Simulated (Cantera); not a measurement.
Charge: 1 mol FeS2, 0.36 mol H2, equilibrated at 0.133 bar.

These are equilibrium values from Cantera (NASA tables, ideal gas, pure condensed phases), not measurements of a reactor. Candidate condensed phases: Fe, FeS, FeS2, S; 8 gas species. FeS: taken at fixed stoichiometry. Kinetics and transport are ignored.

**Question.** At 1275 °C, list the 6 most abundant gas species with their mole fractions, and the condensed phases.

**Answer.** S2 0.536, H2 0.257, H2S 0.199, SH 0.00723, S 0.000140, H 4.28e-5. Condensed: FeS(l).
